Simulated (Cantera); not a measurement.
**Adiabatic ignition**

An adiabatic, constant-volume homogeneous reactor starts with 9.01 % C2H4, 18.0 % O2, 67.7 % N2, 5.23 % H2O, equivalence ratio 1.5, at 1375 K and 3830 Torr.

Model: GRI-Mech 3.0 (53 species, 325 reactions), integrated in Cantera. GRI-Mech 3.0 was tuned for natural gas; its chemistry of ethylene as a main component is partial and can be far from experiment. Above 3000 K some thermodynamic fits are extrapolated.

```tsv
t (s)	T (K)	P (bar)	x C2H4	x O2	x H2O	x HCO	x NO2	x H2O2
2.00e-6	1375	5.10	0.0901	0.180	0.0523	1.05e-10	<1e-12	1.12e-11
4.93e-6	1375	5.10	0.0901	0.180	0.0523	5.23e-10	<1e-12	1.75e-10
1.21e-5	1375	5.10	0.0901	0.180	0.0523	1.87e-8	<1e-12	1.38e-8
2.99e-5	3116	12.9	<1e-12	0.00274	0.142	1.52e-6	2.05e-7	5.49e-7
7.37e-5	3109	12.8	<1e-12	0.00234	0.142	1.48e-6	7.71e-7	5.00e-7
0.000182	3105	12.8	<1e-12	0.00223	0.142	1.48e-6	9.65e-7	4.84e-7
0.000447	3104	12.8	<1e-12	0.00223	0.142	1.48e-6	9.71e-7	4.84e-7
0.00110	3104	12.8	<1e-12	0.00223	0.142	1.48e-6	9.71e-7	4.84e-7
0.00271	3104	12.8	<1e-12	0.00223	0.142	1.48e-6	9.71e-7	4.84e-7
0.00669	3104	12.8	<1e-12	0.00223	0.142	1.48e-6	9.71e-7	4.84e-7
0.0165	3104	12.8	<1e-12	0.00223	0.142	1.48e-6	9.71e-7	4.84e-7
0.0406	3104	12.8	<1e-12	0.00223	0.142	1.48e-6	9.71e-7	4.84e-7
0.100	3104	12.8	<1e-12	0.00223	0.142	1.48e-6	9.71e-7	4.84e-7
```
x: mole fraction; the columns are a selection and need not sum to one.

```json
{
  "time_of_steepest_temperature_rise": "23.0 µs",
  "temperature at 0.100 s": "3104 K",
  "equilibrium_temperature": "3104 K",
  "x(C2H4) at 0.100 s": "<1e-12 (gas-phase equilibrium <1e-12)",
  "x(O2) at 0.100 s": "0.00223 (gas-phase equilibrium 0.00223)",
  "x(H2O) at 0.100 s": "0.142 (gas-phase equilibrium 0.142)"
}
```
